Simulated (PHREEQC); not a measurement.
Dissolve 0.25 mol HF and 0.12 mol NH4HF2 per kg of water at 20 °C. Closed to the air; pH follows from the charge balance.

Equilibrium calculation in PHREEQC: ion-association model, wateq4f.dat.

```csv
quantity,before,after
pH,2.68,2.58
ionic strength (mol/kgw),0.123,0.493
HF (mol/kgw),0.159,0.154
H2F2 (mol/kgw),0.0811,0.0825
F- (mol/kgw),0.0765,0.0755
HF2- (mol/kgw),0.0461,0.0479
```

Question: What was changed between the two runs?
A. temperature from 20 to 60 °C
B. NH4HF2 left out
C. diluted 5-fold with water
D. diluted 10-fold with water
E. 0.37 mol/kgw KCl added

Answer: E, 0.37 mol/kgw KCl added

This is a speciation only: nothing precipitates in the calculation. wateq4f.dat counts part of the HF as a dimer, H2F2, which phreeqc.dat doesn't know; its constant is uncertain.
